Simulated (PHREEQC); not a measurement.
Consider water at 20 °C with 0.0024 mol NaHCO3, 0.09 mol NH3 and 0.068 mol NaCl per kg of water. Closed to the air; pH follows from the charge balance.

The numbers come from PHREEQC with the ion-association model, phreeqc.dat.

```yaml
pH: 10.98
ionic_strength: 0.0743 mol/kgw
specific_conductance: 7010 µS/cm
density: 1.001 g/cm³
total_alkalinity: 92.4 meq/kg
```

| species | molality | activity | log γ |
|---|---|---|---|
| NH3 | 0.0870 | 0.0885 | 0.007 |
| Na+ | 0.0697 | 0.0560 | -0.095 |
| Cl- | 0.0680 | 0.0537 | -0.103 |
| NH4+ | 0.00302 | 0.00233 | -0.113 |
| CO3-2 | 0.00153 | 0.000652 | -0.372 |
| OH- | 0.000828 | 0.000651 | -0.105 |
| NaCO3- | 0.000658 | 0.000526 | -0.097 |
| HCO3- | 0.000201 | 0.000162 | -0.093 |
| NaHCO3 | 5.17e-6 | 5.26e-6 | 0.007 |

This is a speciation only: nothing precipitates in the calculation. Species that the database lacks are ignored.
